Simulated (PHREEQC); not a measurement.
Solution (25 °C): 0.54 mol/kgw H2SO4, 0.035 mol/kgw K2SO4 and 0.13 mol/kgw NaCl. Closed to the air; pH follows from the charge balance.

Computed with PHREEQC (Pitzer model, pitzer.dat).

### Question
The ionic strength comes out as 0.974 mol/kgw. What activity coefficients do HSO4-, Cl-, H+, SO4-2, Na+ get?

### Answer
HSO4- 0.68, Cl- 0.61, H+ 0.86, SO4-2 0.043, Na+ 0.77. Single-ion values are on the MacInnes scale.

This is a speciation only: nothing precipitates in the calculation. Species that the database lacks are ignored.
